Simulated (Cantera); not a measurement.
# SiCl₄ + O₂ + H₂ (silicon oxide and oxynitride deposition)

Feed: 1 mol SiCl₄, 0.51 mol O₂, 12 mol H₂, at 7.50 Torr.

These are equilibrium values from Cantera (NASA tables, ideal gas, pure condensed phases), not measurements of a reactor. Candidate condensed phases: H₂O, Si, SiO₂; 30 gas species. The tables' values for SiCl₃ are old estimates; treat these amounts as uncertain. The tables hold silica as quartz up to 1696 K and as liquid above; real silica turns to tridymite and cristobalite and melts near 1996 K. Rates play no part.

```tsv
T (K)	x H₂	x HCl	x SiO	x SiCl₄	x SiCl₂	x H	n SiO₂(β-quartz)
873	0.812	0.151	<1e-12	0.0358	2.44e-7	4.22e-10	0.510
1073	0.809	0.155	7.94e-8	0.0327	0.000460	1.26e-7	0.510
1273	0.774	0.191	0.000148	0.0107	0.0176	6.27e-6	0.509
1473	0.738	0.222	0.0112	0.000530	0.0264	0.000109	0.431
1673	0.671	0.264	0.0618	3.51e-6	0.00191	0.000933	0.0470
1873	0.661	0.264	0.0664	1.84e-8	8.98e-5	0.00525	0
2073	0.649	0.257	0.0657	1.37e-9	4.06e-5	0.0212	0
```
x: gas mole fraction; n: condensed amount in mol.

From 873 K to 1673 K the condensed part is SiO₂(β-quartz). From 1873 K to 2073 K nothing is condensed. The main Si-bearing gas is SiCl₄ at 873 K and SiO at 2073 K.
